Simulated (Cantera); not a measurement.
An adiabatic, constant-pressure homogeneous reactor starts with CO : H₂ : O₂ : N₂ = 1 : 0.59 : 0.346 : 1.3 (molar parts), equivalence ratio 2.3, at 1200 K and 450000 Pa.

Computed with Cantera and GRI-Mech 3.0 (53 species, 325 reactions). The hydrogen kinetics of GRI-Mech 3.0 are dated; newer H2 mechanisms differ, most at raised pressure.

Problem. Predict: time of steepest temperature rise; temperature at 0.400 s; equilibrium temperature; x(CO) at 0.400 s; x(H₂) at 0.400 s; x(O₂) at 0.400 s; x(O) at 0.400 s; x(OH) at 0.400 s.

Solution. 
```
Property                                                               Value
---------------------------------  -----------------------------------------
time of steepest temperature rise                                    20.9 µs
temperature at 0.400 s                                                2686 K
equilibrium temperature                                               2686 K
x(CO) at 0.400 s                         0.252 (gas-phase equilibrium 0.252)
x(H₂) at 0.400 s                       0.0575 (gas-phase equilibrium 0.0575)
x(O₂) at 0.400 s                   0.000255 (gas-phase equilibrium 0.000255)
x(O) at 0.400 s                    0.000258 (gas-phase equilibrium 0.000258)
x(OH) at 0.400 s                     0.00378 (gas-phase equilibrium 0.00378)
```
